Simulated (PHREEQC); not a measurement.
PHREEQC input (ion-association model, wateq4f.dat):

```
SOLUTION_MASTER_SPECIES
  An  An-  0  An  62.0  # stands for a non-complexing anion
SOLUTION_SPECIES
  An- = An-
    -log_k 0
    -gamma 3.0 0
PHASES
  Fix_H+
    H+ = H+
    -log_k 0
SOLUTION 1
  temp 25
  units mmol/kgw
  pH 7 charge
  S(6) 0.03
  Na 1.06
  An 1
END
SELECTED_OUTPUT 1
  -reset false
  -pH true
  -pe true
  -ionic_strength true
  -water true
  -totals Na S S(-2) S(6)
  -molalities Hfo_wOH Hfo_wOH2+ Hfo_wO- Hfo_sOH Hfo_sOH2+ Hfo_sO- Hfo_wSO4- Hfo_wOHSO4-2
  -saturation_indices Mirabilite
USER_PUNCH 1
  -headings sigma psi
  10 PUNCH EDL("sigma", "Hfo"), EDL("psi", "Hfo")
PRINT
  -reset false
USE solution 1
SURFACE 1
  Hfo_wOH 0.00966292 600 4.3
  Hfo_sOH 0.000241573
EQUILIBRIUM_PHASES 1
  Fix_H+ -4 HAn 10
    -force_equality true
  O2(g) -0.68 10
END
# ... the last block is repeated for the other 16 points of pH, with NaOH or the acid as the point needs
```

Selected output (columns that matter, 17 of 17 rows; pH added in front):

```
pH	mu	Na	S	m_Hfo_wOH	m_Hfo_wOH2+	m_Hfo_wO-	m_Hfo_sOH	m_Hfo_sOH2+	m_Hfo_sO-	m_Hfo_wSO4-	m_Hfo_wOHSO4-2	si_Mirabilite	sigma	psi
4	0.0033184	0.00106	1.6716e-10	0.0051108	0.0043857	0.00013644	0.00012817	0.00010998	3.4216e-06	9.0229e-06	2.0977e-05	-14.78	0.161	0.19855
4.38	0.0026556	0.00106	3.644e-10	0.00605	0.0033313	0.00025171	0.00015172	8.3541e-05	6.3123e-06	6.4888e-06	2.3511e-05	-14.423	0.11606	0.18747
4.75	0.0021709	0.00106	9.4049e-10	0.0066601	0.0025788	0.00039405	0.00016702	6.467e-05	9.882e-06	4.8757e-06	2.5123e-05	-13.998	0.081697	0.17463
5.12	0.0018164	0.00106	2.8867e-09	0.0070224	0.0020628	0.00054767	0.00017611	5.1731e-05	1.3734e-05	3.8497e-06	2.6147e-05	-13.5	0.055989	0.15984
5.5	0.0015598	0.00106	1.0733e-08	0.0072195	0.0017188	0.00069468	0.00018105	4.3104e-05	1.7421e-05	3.1971e-06	2.6792e-05	-12.921	0.03714	0.14276
5.88	0.0013852	0.00106	4.559e-08	0.0073145	0.001503	0.00081547	0.00018343	3.7692e-05	2.045e-05	2.797e-06	2.7157e-05	-12.286	0.024223	0.12406
6.25	0.0012716	0.00106	2.0428e-07	0.0073575	0.0013713	0.00090431	0.00018451	3.4389e-05	2.2678e-05	2.5457e-06	2.725e-05	-11.631	0.015771	0.10468
6.62	0.0011964	0.00106	9.5685e-07	0.0073779	0.0012871	0.00096887	0.000185	3.2274e-05	2.4295e-05	2.3352e-06	2.6708e-05	-10.957	0.010114	0.084494
7	0.0011477	0.00106	4.4037e-06	0.0073903	0.0012287	0.0010183	0.00018525	3.0799e-05	2.5525e-05	1.9689e-06	2.3627e-05	-10.292	0.0062252	0.063251
7.38	0.0011218	0.00106	1.4332e-05	0.007403	0.0011833	0.001061	0.00018537	2.963e-05	2.6568e-05	1.1621e-06	1.4506e-05	-9.7787	0.0035593	0.041783
7.75	0.0011061	0.00106	2.4756e-05	0.0074131	0.0011483	0.0010963	0.00018543	2.8723e-05	2.7423e-05	3.7781e-07	4.8662e-06	-9.5407	0.0016149	0.020701
8.12	0.0010882	0.0010603	2.8837e-05	0.0074166	0.0011231	0.0011221	0.00018544	2.808e-05	2.8055e-05	8.2055e-08	1.0812e-06	-9.4735	-4.5424e-05	-0.00060306
8.5	0.0011161	0.0011103	2.9783e-05	0.007417	0.0010999	0.0011458	0.00018543	2.7498e-05	2.8646e-05	1.5009e-08	2.0194e-07	-9.4206	-0.0017755	-0.022546
8.88	0.0011493	0.0011716	2.996e-05	0.0074157	0.001073	0.0011741	0.00018539	2.6825e-05	2.9353e-05	2.6825e-09	3.6989e-08	-9.3729	-0.0038801	-0.044393
9.25	0.0011976	0.0012573	2.9992e-05	0.0074123	0.0010381	0.0012125	0.00018531	2.5952e-05	3.0312e-05	5.0294e-10	7.1651e-09	-9.3132	-0.0066868	-0.065443
9.62	0.0012776	0.0013925	2.9998e-05	0.0074039	0.00098848	0.0012704	0.0001851	2.4712e-05	3.1761e-05	9.5404e-11	1.4257e-09	-9.2278	-0.010809	-0.086102
10	0.0014263	0.0016289	2.9999e-05	0.0073826	0.00091358	0.0013667	0.00018456	2.2839e-05	3.4167e-05	1.7669e-11	2.8487e-10	-9.0975	-0.01737	-0.10663
```

Species that the database lacks are ignored.
